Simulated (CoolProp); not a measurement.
Properties of R124 along the isotherm 227.9 K.

Values from CoolProp's reference Helmholtz-energy equation of state, de Vries 1995.

```
p (kPa)   phase  density (kg/m³)  isothermal compressibility (1/MPa)  expansivity (1/kK)  fugacity coefficient
-------  ------  ---------------  ----------------------------------  ------------------  --------------------
5.73        gas           0.4143                               175.2               4.453                0.9962
10.9        gas           0.7909                               92.43               4.514                0.9927
20.6     liquid             1569                            0.001412               1.762                0.9416
39       liquid             1569                            0.001412               1.762                0.4978
74       liquid             1569                            0.001411               1.761                0.2628
140      liquid             1569                            0.001410               1.760                0.1393
266      liquid             1569                            0.001407               1.758               0.07375
504      liquid             1570                            0.001401               1.754               0.03935
956      liquid             1571                            0.001391               1.746               0.02118
1810     liquid             1573                            0.001372               1.732               0.01163
```
